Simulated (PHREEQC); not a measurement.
A solution holds 0.012 mol/kgw ZnSO4, 3.6e-05 mol/kgw Na2SO4 and 0.0014 mol/kgw HCl, at 25 °C and 10 atm. Closed to the air; pH follows from the charge balance.

Computed with PHREEQC (ion-association model, phreeqc.dat).

No solid was allowed to form.

Q: Estimate the pH, ionic strength.

A: pH 3.06; ionic strength 0.0329 mol/kgw.

Q: In which forms is S present?

A: SO4-2 62 %, ZnSO4 31 %, Zn(SO4)2-2 3.9 %, HSO4- 3.2 % of the S.

Species that the database lacks are ignored.
